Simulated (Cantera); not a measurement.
What does this Cantera script print?

```python
import numpy as np
import cantera as ct

gas_names = """
    CL CL2 H HCL H2 Si SiCL SiCL2 SiCL3 SiCL4 SiH SiHCL3 SiH2 SiH2CL2 SiH3 SiH3CL SiH4 Si2 Si3
""".split()
cond_names = """
    Si(cr) Si(L)
""".split()


# ... load() reads the species with a 1 bar reference pressure and builds the phases ...
atoms = {
    'Si2Cl6': {'Si': 2, 'CL': 6},
    'Cl2': {'CL': 2},
    'H2': {'H': 2},
}
top_T = {}  # K; cautious upper limits of use, not melting points


# ... equilibrate(T, P, feed) seeds the gas with the atoms and calls Mixture.equilibrate('TP', solver="vcs", rtol=1e-11, max_steps=5000) ...
results = []
feed = {'Si2Cl6': 1, 'Cl2': 0.23, 'H2': 20}  # mol
P = 1333.22  # Pa
for T in [1150, 1200, 1250, 1300, 1350, 1400, 1450, 1500, 1550, 1600]:
    mix = equilibrate(T, P, feed)
    results.append((T, P, feed, dict(zip(mix.species_names, mix.species_moles))))

top = {s: max(r[3][s] / sum(r[3][g] for g in gas_names) for r in results) for s in gas_names}
cols = sorted((s for s in top if top[s] > 0.0001), key=lambda s: -top[s])[:5]
seen = [c for c in cond_names if any(r[3].get(c, 0) > 1e-12 for r in results)]
print("log10 of partial pressures in bar; condensed amounts in mol")
print(f"{'T/K':>10s}" + "".join(f"{s[:9]:>10s}" for s in cols + seen))
for T, P, feed, n in results:
    ng = sum(n[g] for g in gas_names)
    print(f"{T:10.4g}" + "".join(f"{np.log10(max(n[s] / ng * P / 1e5, 1e-99)):10.3f}" for s in cols)
          + "".join(f"{n.get(c, 0):10.4g}" for c in seen))
```

Result:

```
log10 of partial pressures in bar; condensed amounts in mol
       T/K        H2       HCL     SiCL2     SiCL4     SiCL3    Si(cr)
      1150    -1.941    -2.992    -3.701    -3.332    -4.036    0.5578
      1200    -1.950    -2.901    -3.478    -3.478    -3.949    0.5505
      1250    -1.959    -2.835    -3.310    -3.684    -3.924    0.5147
      1300    -1.965    -2.793    -3.195    -3.953    -3.961    0.4654
      1350    -1.970    -2.771    -3.124    -4.271    -4.046    0.4189
      1400    -1.972    -2.762    -3.082    -4.612    -4.161    0.3816
      1450    -1.973    -2.759    -3.056    -4.956    -4.287     0.352
      1500    -1.974    -2.760    -3.039    -5.290    -4.415    0.3277
      1550    -1.974    -2.762    -3.027    -5.610    -4.541    0.3067
      1600    -1.974    -2.765    -3.019    -5.913    -4.661     0.288
```

These are equilibrium values from Cantera (NASA tables, ideal gas, pure condensed phases), not measurements of a reactor. The feed counts by its element totals alone. The tables' values for SiCl3, SiCl are old estimates; treat these amounts as uncertain.
